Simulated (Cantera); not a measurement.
**Adiabatic ignition**

An adiabatic, constant-volume homogeneous reactor starts with C2H4 : O2 : N2 : H2O = 1 : 1.6 : 13.4 : 2.9 (molar parts), at 1275 K and 1.40 bar.

Detailed kinetics in Cantera: GRI-Mech 3.0 (53 species, 325 reactions). GRI-Mech 3.0 was tuned for natural gas; its chemistry of ethylene as a main component is partial and can be far from experiment.

```json
[
 {"t (s)": "1.00e-6", "T (K)": "1275", "P (bar)": "1.40", "x C2H4": "0.0529", "x O2": "0.0847", "x H2O": "0.153", "x C2H2": "6.81e-9", "x H": "1.20e-11"},
 {"t (s)": "2.74e-6", "T (K)": "1275", "P (bar)": "1.40", "x C2H4": "0.0529", "x O2": "0.0847", "x H2O": "0.153", "x C2H2": "1.87e-8", "x H": "6.23e-11"},
 {"t (s)": "7.53e-6", "T (K)": "1275", "P (bar)": "1.40", "x C2H4": "0.0529", "x O2": "0.0847", "x H2O": "0.153", "x C2H2": "5.13e-8", "x H": "2.42e-10"},
 {"t (s)": "2.07e-5", "T (K)": "1275", "P (bar)": "1.40", "x C2H4": "0.0529", "x O2": "0.0847", "x H2O": "0.153", "x C2H2": "1.41e-7", "x H": "1.35e-9"},
 {"t (s)": "5.67e-5", "T (K)": "1275", "P (bar)": "1.40", "x C2H4": "0.0529", "x O2": "0.0847", "x H2O": "0.153", "x C2H2": "4.23e-7", "x H": "4.88e-8"},
 {"t (s)": "0.000156", "T (K)": "1986", "P (bar)": "2.32", "x C2H4": "0.000511", "x O2": "0.0147", "x H2O": "0.186", "x C2H2": "0.00834", "x H": "0.00277"},
 {"t (s)": "0.000427", "T (K)": "2239", "P (bar)": "2.64", "x C2H4": "2.24e-8", "x O2": "5.71e-6", "x H2O": "0.171", "x C2H2": "4.71e-5", "x H": "0.00123"},
 {"t (s)": "0.00117", "T (K)": "2240", "P (bar)": "2.64", "x C2H4": "8.70e-11", "x O2": "4.77e-6", "x H2O": "0.171", "x C2H2": "2.29e-7", "x H": "0.00114"},
 {"t (s)": "0.00321", "T (K)": "2240", "P (bar)": "2.64", "x C2H4": "<1e-12", "x O2": "4.85e-6", "x H2O": "0.171", "x C2H2": "<1e-12", "x H": "0.00115"},
 {"t (s)": "0.00882", "T (K)": "2240", "P (bar)": "2.64", "x C2H4": "<1e-12", "x O2": "4.85e-6", "x H2O": "0.171", "x C2H2": "<1e-12", "x H": "0.00115"},
 {"t (s)": "0.0242", "T (K)": "2240", "P (bar)": "2.64", "x C2H4": "<1e-12", "x O2": "4.86e-6", "x H2O": "0.171", "x C2H2": "<1e-12", "x H": "0.00115"},
 {"t (s)": "0.0664", "T (K)": "2240", "P (bar)": "2.64", "x C2H4": "<1e-12", "x O2": "4.86e-6", "x H2O": "0.171", "x C2H2": "<1e-12", "x H": "0.00115"},
 {"t (s)": "0.182", "T (K)": "2240", "P (bar)": "2.64", "x C2H4": "<1e-12", "x O2": "4.87e-6", "x H2O": "0.171", "x C2H2": "<1e-12", "x H": "0.00115"},
 {"t (s)": "0.500", "T (K)": "2240", "P (bar)": "2.64", "x C2H4": "<1e-12", "x O2": "4.87e-6", "x H2O": "0.171", "x C2H2": "<1e-12", "x H": "0.00115"}
]
```
x: mole fraction; the columns are a selection and need not sum to one.

The time of steepest temperature rise comes out as 0.140 ms. The temperature at 0.500 s is 2240 K and the equilibrium temperature is 2240 K. The x(C2H4) at 0.500 s is <1e-12 (gas-phase equilibrium <1e-12) and the x(O2) at 0.500 s is 4.87e-6 (gas-phase equilibrium 4.87e-6). The x(H2O) at 0.500 s is 0.171 (gas-phase equilibrium 0.171).
